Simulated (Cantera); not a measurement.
# Catalytic stagnation flow on Pt

A jet of 2.84 % CH4, 7.28 % O2, 89.9 % N2, equivalence ratio 0.78 at 300 K and 0.0240 bar hits a platinum plate 7.4 cm away at a mass flux of 0.035 kg/m²/s; the plate temperature is set and raised in steps from an oxygen-covered start.

Detailed kinetics in Cantera: Deutschmann's 1995 Pt surface mechanism with GRI-Mech 3.0 gas chemistry. Catalytic surfaces can have several steady states; this one follows from the mechanism file's or the stated starting coverage.

```json
[
 {"plate T (K)": "900", "wall x CH4": "0.0174", "wall x O2": "0.0494", "wall x H2O": "0.0206", "wall x OH": "4.22e-8", "wall x CO": "8.99e-6", "wall x CO2": "0.0135", "θ free Pt": "0.321", "θ O*": "0.678"},
 {"plate T (K)": "950", "wall x CH4": "0.0137", "wall x O2": "0.0415", "wall x H2O": "0.0275", "wall x OH": "1.31e-7", "wall x CO": "1.01e-5", "wall x CO2": "0.0180", "θ free Pt": "0.410", "θ O*": "0.589"},
 {"plate T (K)": "1000", "wall x CH4": "0.0108", "wall x O2": "0.0355", "wall x H2O": "0.0327", "wall x OH": "3.51e-7", "wall x CO": "1.14e-5", "wall x CO2": "0.0215", "θ free Pt": "0.497", "θ O*": "0.503"},
 {"plate T (K)": "1050", "wall x CH4": "0.00875", "wall x O2": "0.0311", "wall x H2O": "0.0365", "wall x OH": "8.24e-7", "wall x CO": "1.29e-5", "wall x CO2": "0.0240", "θ free Pt": "0.579", "θ O*": "0.421"},
 {"plate T (K)": "1100", "wall x CH4": "0.00731", "wall x O2": "0.0281", "wall x H2O": "0.0391", "wall x OH": "1.76e-6", "wall x CO": "1.52e-5", "wall x CO2": "0.0257", "θ free Pt": "0.653", "θ O*": "0.346"},
 {"plate T (K)": "1150", "wall x CH4": "0.00637", "wall x O2": "0.0261", "wall x H2O": "0.0407", "wall x OH": "3.42e-6", "wall x CO": "1.85e-5", "wall x CO2": "0.0269", "θ free Pt": "0.719", "θ O*": "0.280"},
 {"plate T (K)": "1200", "wall x CH4": "0.00565", "wall x O2": "0.0247", "wall x H2O": "0.0419", "wall x OH": "6.22e-6", "wall x CO": "2.31e-5", "wall x CO2": "0.0277", "θ free Pt": "0.776", "θ O*": "0.223"},
 {"plate T (K)": "1250", "wall x CH4": "0.00515", "wall x O2": "0.0237", "wall x H2O": "0.0427", "wall x OH": "1.06e-5", "wall x CO": "2.96e-5", "wall x CO2": "0.0282", "θ free Pt": "0.824", "θ O*": "0.176"}
]
```
x: mole fraction at the wall; θ: surface coverage.
